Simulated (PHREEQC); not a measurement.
Solution (25 °C): 0.026 mol Na2HAsO4, 0.0062 mol H3PO4 and 0.27 mol FeCl3 per kg of water. Closed to the air; pH follows from the charge balance.

All values are PHREEQC results (ion-association model, wateq4f.dat), not measurements.

```json
[
 {"quantity": "pH", "before": "2.20", "after": "2.12"},
 {"quantity": "ionic strength (mol/kgw)", "before": "0.918", "after": "0.920"},
 {"quantity": "H2AsO4- (mol/kgw)", "before": "0.0144", "after": "0.0124"},
 {"quantity": "H3AsO4 (mol/kgw)", "before": "0.0115", "after": "0.0136"},
 {"quantity": "H2PO4- (mol/kgw)", "before": "2.75e-6", "after": "3.87e-6"},
 {"quantity": "H3PO4 (mol/kgw)", "before": "1.37e-6", "after": "2.72e-6"}
]
```

**Question.** Name the change that produced these shifts.
A) diluted 5-fold with water
B) 0.034 mol/kgw KOH added
C) temperature from 25 to 40 °C
D) 0.0044 mol/kgw Fe2(SO4)3 added
E) H3PO4 from 0.0062 to 0.0124 mol/kgw

**Answer.** C, temperature from 25 to 40 °C

This is a speciation only: nothing precipitates in the calculation. The ionic strength passes 0.7 mol/kgw, the rough limit of the ion-association models, in every such run. Some of these states are supersaturated (in Strengite, Scorodite, Hematite (slow to form), for instance). The database's scorodite may be far more soluble than the real mineral, and it has no iron arsenate complexes; the constant wasn't checked at its source. H3PO4, which wateq4f.dat lacks, is added to it with the constant of phreeqc.dat. Away from 25 °C the constants follow the database's enthalpies or fits; those with neither stay at their 25 °C values.
